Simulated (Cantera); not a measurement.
Input: 1 mol AlCl3, 0.9 mol N2O, 230 mol H2, held at 2123 K and 53.0 Pa.

Equilibrium computed with Cantera from the NASA thermochemical tables; the gas is ideal and each condensed phase is pure. Candidate condensed phases: Al, AlCl3, AlN, Al2O3, H2O, NH4Cl; 45 gas species. The tables' values for AlOH are old estimates; treat these amounts as uncertain. Kinetics and transport are ignored.

Base state: H2 0.837, H 0.143, HCl 0.00820, N2 0.00358, H2O 0.00337, AlCl 0.00271, Al 0.00109, Cl 0.00102 (mole fractions); condensed: gas only.

Question: What changes in the equilibrium state with this change: N2O from 0.9 to 2.4 mol?

Answer: 
| species | before | after |
|---|---|---|
| H2 | 0.837 | 0.827 |
| H | 0.143 | 0.142 |
| N2 | 0.00358 | 0.00950 |
| H2O | 0.00337 | 0.00880 |
| AlCl | 0.00271 | 0.00246 |
| O | 8.57e-6 | 2.27e-5 |
| OH | 7.10e-5 | 0.000186 |
| AlOCl | 1.47e-5 | 3.53e-5 |
| AlO | 1.91e-5 | 4.49e-5 |
| AlOH | 5.50e-5 | 0.000129 |
| Al2O3(s), mol | 0 | 0.0154 |
